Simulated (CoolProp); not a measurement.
Dodecamethylcyclohexasiloxane (D6) along the isobar 0.101 MPa: fugacity coefficient from the reference equation and from simpler models built on Tc = 645.8 K, pc = 0.9614 MPa, ω = 0.736; each cubic takes its own stable root.

Model: reference Helmholtz-energy equation of state, Colonna 2008, in CoolProp. It is a short technical equation, of lower accuracy than the large ones.

| T (K) | phase | reference |
|---|---|---|
| 362 | liquid | 0.003790 |
| 379.2 | liquid | 0.009567 |
| 396.4 | liquid | 0.02169 |
| 413.6 | liquid | 0.04483 |
| 430.8 | liquid | 0.08555 |
| 448 | liquid | 0.1523 |
| 465.2 | liquid | 0.2552 |
| 482.4 | liquid | 0.4051 |
| 499.6 | liquid | 0.6134 |
| 516.8 | liquid | 0.8901 |
| 534 | gas | 0.9197 |
| 551.2 | gas | 0.9273 |
| 568.4 | gas | 0.9341 |
| 585.6 | gas | 0.9401 |
| 602.8 | gas | 0.9454 |
| 620 | gas | 0.9502 |

How far does each simpler model (van der Waals, Redlich-Kwong, Soave-Redlich-Kwong, Peng-Robinson) lie from the reference over these 16 states: mean and median of the absolute difference, and the worst?


- van der Waals: mean 1777.6 %, median 92.7 %, worst +13704.7 % at 362 K and 0.101 MPa
- Redlich-Kwong: mean 430.4 %, median 89.1 %, worst +2331.7 % at 362 K and 0.101 MPa
- Soave-Redlich-Kwong: mean 1.0 %, median 0.7 %, worst +3.0 % at 516.8 K and 0.101 MPa
- Peng-Robinson: mean 4.9 %, median 3.8 %, worst +18.6 % at 362 K and 0.101 MPa

At some of these states van der Waals, Redlich-Kwong, Soave-Redlich-Kwong, Peng-Robinson gives the other phase, because its saturation line lies elsewhere.
